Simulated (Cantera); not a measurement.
An isothermal, constant-pressure homogeneous reactor starts with 7.49 % H2, 92.5 % O2, at 1050 K and 10.00 Torr.

Computed with Cantera and the H2/O2 subset of GRI-Mech 3.0, which has no nitrogen chemistry. Radical loss at walls, strong at low pressure, is not modelled. The temperature is held fixed by assumption; the heat of reaction is taken as removed at once.

x: mole fraction; the columns are a selection and need not sum to one.

```csv
t (s),x H2,x O2,x OH,x H2O2,x H
3.00e-6,0.0749,0.925,<1e-12,<1e-12,7.31e-12
2.22e-5,0.0749,0.925,5.16e-12,<1e-12,5.00e-11
0.000164,0.0749,0.925,1.51e-10,<1e-12,3.38e-10
0.00122,0.0749,0.925,4.75e-8,2.88e-12,7.57e-8
0.00900,0.00164,0.890,0.00259,1.34e-7,0.0129
0.0666,0.000120,0.920,0.000660,1.37e-7,0.000241
0.493,2.28e-6,0.922,9.52e-5,?,7.24e-7
3.65,9.64e-8,0.922,2.07e-5,?,7.42e-9
27.0,8.16e-9,0.922,6.18e-6,?,1.97e-10
200,9.52e-10,0.922,2.13e-6,1.50e-10,8.06e-12
```

Question: Complete the blanks.

Answer: 
- 0.493, x H2O2: 4.25e-8
- 3.65, x H2O2: 6.96e-9
- 27.0, x H2O2: 1.03e-9
